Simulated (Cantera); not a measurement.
A jet of 1.72 % CH4, 7.58 % O2, 90.7 % N2, equivalence ratio 0.45 at 300 K and 17.3 Torr hits a platinum plate 2.3 cm away at a mass flux of 0.2 kg/m²/s; the plate temperature is set and raised in steps from an oxygen-covered start.

Detailed kinetics in Cantera: Deutschmann's 1995 Pt surface mechanism with GRI-Mech 3.0 gas chemistry. Catalytic surfaces can have several steady states; this one follows from the mechanism file's or the stated starting coverage.

One state of this run: wall x CH4 = 0.0132; wall x O2 = 0.0673; wall x H2O = 0.00740; wall x OH = 1.89e-7; wall x CO = 1.22e-5; wall x CO2 = 0.00485; θ free Pt = 0.453; θ O* = 0.546. x: mole fraction at the wall; θ: surface coverage.

Problem. Which value of plate T (K) does it belong to?
A) 900
B) 950
C) 1000
D) 1100

Solution. C, 1000
